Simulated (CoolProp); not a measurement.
Model: reference Helmholtz-energy equation of state, Thol 2015, in CoolProp.

Problem. For octamethylcyclotetrasiloxane (D4), give the phase and the cp (kJ/(kg K)), Joule-Thomson coefficient (K/MPa), isothermal compressibility (1/MPa), fugacity coefficient at 486.3 K and 57.4 kPa; 584.7 K and 2190 kPa.

Solution. 
- 486.3 K and 57.4 kPa: gas; cp 1.77, Joule-Thomson coefficient 15.8, isothermal compressibility 18.0, fugacity coefficient 0.970
- 584.7 K and 2190 kPa: liquid; cp 2.45, Joule-Thomson coefficient 2.00, isothermal compressibility 0.0944, fugacity coefficient 0.439
